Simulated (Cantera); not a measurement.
A perfectly stirred reactor is fed with N2O : H2 : N2 = 1 : 0.013 : 0.54 (molar parts), at 55.5 Torr; it is held at 1323 K, and followed from long to short residence time.

Model: GRI-Mech 3.0 (53 species, 325 reactions), integrated in Cantera. GRI-Mech 3.0 was tuned for natural gas; its chemistry of N2O as a main component is partial and can be far from experiment. The mechanism lacks the step 2 NO + O2 → 2 NO2, which can matter for NO2 below about 1400 K. The temperature is held fixed by assumption; the heat of reaction is taken as removed at once.

Problem. What does this change do: temperature 1323 to 1450 K?

Solution. 
```json
[
 {"quantity": "x(N2O) at τ = 3.40 s", "before": "0.234", "after": "0.0585"},
 {"quantity": "x(H2) at τ = 3.40 s", "before": "2.86e-5", "after": "9.09e-6"},
 {"quantity": "x(HO2) at τ = 3.40 s", "before": "8.14e-8", "after": "6.47e-8"},
 {"quantity": "x(N2) at τ = 3.40 s", "before": "0.585", "after": "0.675"},
 {"quantity": "x(NO) at τ = 3.40 s", "before": "0.0435", "after": "0.0811"},
 {"quantity": "x(N2O) at τ = 50.0 ms", "before": "0.621", "after": "0.551"},
 {"quantity": "x(H2) at τ = 50.0 ms", "before": "0.00123", "after": "0.000477"},
 {"quantity": "x(HO2) at τ = 50.0 ms", "before": "4.19e-6", "after": "3.17e-6"},
 {"quantity": "x(N2) at τ = 50.0 ms", "before": "0.364", "after": "0.402"},
 {"quantity": "x(NO) at τ = 50.0 ms", "before": "0.00173", "after": "0.0128"}
]
```
